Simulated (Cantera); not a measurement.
A Cantera script and what it prints.

```python
import numpy as np
import cantera as ct

gas_names = [...]  # 151 gases of nasa_gas.yaml made of C, H, N, O, Si
cond_names = """
    C(gr) C6H6(L) C7H8(L) C8H18(L),n-octa H2O(s) H2O(L) Si(cr) Si(L) SiC(b) SiO2(Lqz) SiO2(hqz) SiO2(L)
    Si2N2O(s) Si3N4(a)
""".split()


# ... load() reads the species with a 1 bar reference pressure and builds the phases ...
atoms = {
    'TEOS': {'Si': 1, 'C': 8, 'H': 20, 'O': 4},
    'H2O': {'H': 2, 'O': 1},
    'N2': {'N': 2},
}
top_T = {'C(gr)': 4500, 'SiC(b)': 3050, 'Si2N2O(s)': 2100, 'Si3N4(a)': 2400}  # K; cautious upper limits of use, not melting points


# ... equilibrate(T, P, feed) seeds the gas with the atoms and calls Mixture.equilibrate('TP', solver="vcs", rtol=1e-11, max_steps=5000) ...
results = []
feed = {'TEOS': 1, 'H2O': 0.49, 'N2': 26}  # mol
T = 1425  # K
for P in [5, 15, 45, 140, 410, 1200, 3700, 11000, 33000, 100000]:
    mix = equilibrate(T, P, feed)
    results.append((T, P, feed, dict(zip(mix.species_names, mix.species_moles))))

top = {s: max(r[3][s] / sum(r[3][g] for g in gas_names) for r in results) for s in gas_names}
cols = sorted((s for s in top if top[s] > 0.001), key=lambda s: -top[s])[:7]
seen = [c for c in cond_names if any(r[3].get(c, 0) > 1e-12 for r in results)]
print("log10 of partial pressures in bar; condensed amounts in mol")
print(f"{'P/Pa':>10s}" + "".join(f"{s[:9]:>10s}" for s in cols + seen))
for T, P, feed, n in results:
    ng = sum(n[g] for g in gas_names)
    print(f"{P:10.4g}" + "".join(f"{np.log10(max(n[s] / ng * P / 1e5, 1e-99)):10.3f}" for s in cols)
          + "".join(f"{n.get(c, 0):10.4g}" for c in seen))
```

Result:

```
log10 of partial pressures in bar; condensed amounts in mol
      P/Pa        N2        H2        CO     C(gr)    SiC(b) Si2N2O(s)
         5    -4.499    -4.894    -5.262     2.512    0.9937         0
        15    -4.022    -4.416    -4.785     2.512    0.9937         0
        45    -3.545    -3.939    -4.308     2.512    0.9937         0
       140    -3.052    -3.446    -3.815     2.512    0.9937         0
       410    -2.583    -2.969    -3.388     4.001         0    0.4989
      1200    -2.116    -2.502    -2.922         4         0    0.4996
      3700    -1.627    -2.013    -2.433         4         0    0.4999
   1.1e+04    -1.154    -1.540    -1.960     3.999         0       0.5
   3.3e+04    -0.677    -1.063    -1.482     3.998         0       0.5
     1e+05    -0.195    -0.582    -1.001     3.993         0       0.5
```

Method: chemical equilibrium by Gibbs-energy minimisation in Cantera with the NASA 1993 tables (ideal gas, pure condensed phases). The feed counts by its element totals alone. N2 is the only nitrogen source here; it is nearly inert below about 1500 K, so the nitride shown seldom forms there in practice.
